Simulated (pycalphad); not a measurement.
Source of the numbers: pycalphad with the COST 507 light-alloy database (1999); pressure 1 atm. These are 1990s assessments: newer ones move some temperatures and phases. Kinetics are ignored, which matters at the lower temperatures.

**Question.** How does the equilibrium phase assembly of Si-11.1Ti (at.%) change on cooling from 2600 K to 500 K?

**Answer.** 
| T (K) | phases above | phases below |
|---|---|---|
| 1666.0 | liquid | diamond (Si) + liquid |
| 1604.2 | diamond (Si) + liquid | diamond (Si) + SI2TI |
Changes were sought between steps of 100 K, so a narrower field can be missed.

Database names, with the compositions (at.%) that they take in these runs: SI2TI: Si 67 Ti 33.
